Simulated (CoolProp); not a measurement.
A simple Rankine cycle with chlorine: condensing at 311.15 K, boiler at 3.59 MPa, turbine inlet 383.7 K, turbine efficiency 0.9, pump efficiency 0.6, no recuperator. Each further row changes one setting.

Values from CoolProp's reference Helmholtz-energy equation of state, Thol 2021.

| case | thermal efficiency (%) | net work (kJ/kg) | heat in (kJ/kg) | turbine exit temperature (K) | volume ratio over the turbine |
|---|---|---|---|---|---|
| as stated | 12.1 | 30.1 | 249 | 311.1 | 2.84 |
| turbine inlet 403.7 K | 12.5 | 33.1 | 265 | 311.1 | 2.68 |
| condensing temperature 303.15 K | 13.7 | 35.1 | 257 | 303.1 | 3.41 |
| boiler pressure 2.51 MPa | 9.2 | 24.3 | 264 | 314.7 | 1.96 |
| turbine efficiency 0.8 | 10.6 | 26.4 | 249 | 311.1 | 2.89 |

The expansion ends wet for: as stated; turbine inlet 403.7 K; condensing temperature 303.15 K; turbine efficiency 0.8.
